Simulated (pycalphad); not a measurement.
Computed with pycalphad from the COST 507 light-alloy database (1999), at 1 atm. The data set is of 1999 and partly superseded. Diffusion is slow at the low end, where real alloys seldom reach equilibrium.

Task: How does the equilibrium phase assembly of Cu-16Si (at.%) change on cooling from 2250 K to 530 K?

Result: 
```tsv
T (K)	phases above	phases below
1121.1	liquid	bcc + liquid
1108.9	bcc + liquid	bcc
1076.6	bcc	bcc + CU33SI7_DELTA
1058.6	bcc + CU33SI7_DELTA	CU33SI7_DELTA + hcp
1010 ± 2	CU33SI7_DELTA + hcp	CU56SI11_GAMMA + hcp
825.6	CU56SI11_GAMMA + hcp	CU56SI11_GAMMA + fcc
667 ± 2	CU56SI11_GAMMA + fcc	CU19SI6_ETA + fcc
```
Changes were sought between steps of 40 K, so a narrower field can be missed.

Database names, with the compositions (at.%) that they take in these runs: CU33SI7_DELTA: Cu 82 Si 18; CU56SI11_GAMMA: Cu 84 Si 16; CU19SI6_ETA: Cu 76 Si 24. The hcp model here describes the intermediate κ phase of Cu-Si.
